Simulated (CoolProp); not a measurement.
Vapour-liquid equilibrium of dimethyl ether (1) + isobutane (2) at 229.9 K; x and y are mole fractions of (1).

Values from CoolProp's multi-fluid Helmholtz-energy mixture model, Wu 2011 and Bücker 2006; pair parameters Bell 2016.

Task: Give the bubble pressure and the first vapour's composition at x = 0.05, 0.45, 0.55. Is there an azeotrope?

Result: x = 0.05: 0.02707 MPa, y = 0.146; x = 0.45: 0.03934 MPa, y = 0.607; x = 0.55: 0.04076 MPa, y = 0.665. y crosses x between x = 0.85 and 0.95: the model has an azeotrope there.

Pair parameters are fitted to limited data, so mixtures are less certain than the pure fluids.
